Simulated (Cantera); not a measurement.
An isothermal, constant-pressure homogeneous reactor starts with 28.2 % H2, 47.8 % O2, 23.9 % N2, equivalence ratio 0.29, at 950 K and 113 Torr.

Detailed kinetics in Cantera: the H2/O2 subset of GRI-Mech 3.0, which has no nitrogen chemistry. The temperature is held fixed by assumption; the heat of reaction is taken as removed at once.

One state of this run: x H2 = 0.00467; x O2 = 0.394; x H2O2 = 8.95e-5; x H = 6.79e-7; x HO2 = 4.27e-5. x: mole fraction; the columns are a selection and need not sum to one.

Task: Which value of t (s) does it belong to?
A) 0.00622
B) 0.0469
C) 0.968
D) 0.0171

Result: B, 0.0469
